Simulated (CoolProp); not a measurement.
Properties of m-xylene along the isotherm 620 K (Tc = 616.9 K, pc = 3535 kPa, ω = 0.326).

Values from CoolProp's reference Helmholtz-energy equation of state, Zhou 2012.

| p (kPa) | phase | speed of sound (m/s) | Joule-Thomson coefficient (K/MPa) | expansivity (1/kK) | conductivity (mW/(m K)) | Prandtl number |
|---|---|---|---|---|---|---|
| 663 | gas | 209.6 | 7.979 | 2.042 | 42.9 | 0.718 |
| 1330 | gas | 192.8 | 9.081 | 2.716 | 43.2 | 0.752 |
| 1990 | gas | 173.3 | 10.66 | 3.887 | 44.3 | 0.792 |
| 2650 | gas | … | 13.24 | 6.443 | 47.2 | 0.857 |
| 3310 | gas | 115.9 | 18.56 | … | 56.3 | 1.10 |
| 3980 | supercritical | 141.2 | 5.936 | … | 76.5 | 2.62 |
| 4640 | supercritical | 199.6 | 2.986 | 9.397 | 75.1 | 2.41 |
| 5300 | supercritical | 236.4 | … | 6.843 | 75.4 | 2.41 |

**Question.** Some entries are withheld; supply them.

**Answer.** 
- 2650, speed of sound (m/s): 149.2
- 3310, expansivity (1/kK): 16.84
- 3980, expansivity (1/kK): 19.92
- 5300, Joule-Thomson coefficient (K/MPa): 2.078

Viscosity comes from a separate model (Cao 2016). Thermal conductivity comes from a separate model (Mylona 2014).
